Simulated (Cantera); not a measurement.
Feed: 1 mol n-butane, 0.57 mol H₂O, 2 mol NH₃, equilibrated at 1102 °C and 0.133 bar.

Equilibrium computed with Cantera from the NASA thermochemical tables; the gas is ideal and each condensed phase is pure. Candidate condensed phases: C, C₆H₆, C₇H₈, C₈H₁₈, H₂O; 136 gas species. Kinetics and transport are ignored.

Q: What is the equilibrium state?

A: 
| Quantity | Value |
|---|---|
| x(H₂) | 0.845 |
| x(N₂) | 0.0986 |
| x(CO) | 0.0562 |
| x(CH₄) | 0.000473 |
| x(HCN) | 0.000116 |
| x(H₂O) | 2.91e-5 |
| x(H) | 8.62e-6 |
| x(NH₃) | 3.03e-6 |
| x(C₂H₂ (acetylene)) | 1.50e-6 |
| n(C(graphite)) | 3.42 mol |
| gas amount | 10.13 mol |
